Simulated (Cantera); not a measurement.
A perfectly stirred reactor is fed with H2 : O2 : N2 = 1.4 : 1 : 8.9 (molar parts), at 0.110 bar; it is held at 1223 K, and followed from long to short residence time.

Cantera simulation using GRI-Mech 3.0 (53 species, 325 reactions); the numbers are that mechanism's predictions, not measurements. The temperature is held fixed by assumption; the heat of reaction is taken as removed at once.

Q: What does this change do: pressure from 0.110 bar to 0.133 bar?

A: 
```json
[
 {"quantity": "x(H2) at τ = 0.630 s", "before": "0.000768", "after": "0.000625"},
 {"quantity": "x(O2) at τ = 0.630 s", "before": "0.0285", "after": "0.0284"},
 {"quantity": "x(O) at τ = 0.630 s", "before": "0.000263", "after": "0.000203"},
 {"quantity": "x(H2O) at τ = 0.630 s", "before": "0.131", "after": "0.131"},
 {"quantity": "x(NO) at τ = 0.630 s", "before": "7.59e-7", "after": "6.25e-7"},
 {"quantity": "x(H2) at τ = 17.0 ms", "before": "0.00641", "after": "0.00549"},
 {"quantity": "x(O2) at τ = 17.0 ms", "before": "0.0315", "after": "0.0309"},
 {"quantity": "x(O) at τ = 17.0 ms", "before": "0.00253", "after": "0.00201"},
 {"quantity": "x(H2O) at τ = 17.0 ms", "before": "0.119", "after": "0.122"},
 {"quantity": "x(NO) at τ = 17.0 ms", "before": "4.65e-6", "after": "3.99e-6"}
]
```

Q: What does this change do: pressure from 0.110 bar to 1.00 bar?

A: 
```csv
quantity,before,after
x(H2) at τ = 0.630 s,0.000768,0.000140
x(O2) at τ = 0.630 s,0.0285,0.0283
x(O) at τ = 0.630 s,0.000263,1.07e-5
x(H2O) at τ = 0.630 s,0.131,0.132
x(NO) at τ = 0.630 s,7.59e-7,3.31e-7
x(H2) at τ = 17.0 ms,0.00641,0.00140
x(O2) at τ = 17.0 ms,0.0315,0.0288
x(O) at τ = 17.0 ms,0.00253,0.000139
x(H2O) at τ = 17.0 ms,0.119,0.130
x(NO) at τ = 17.0 ms,4.65e-6,4.40e-7
```
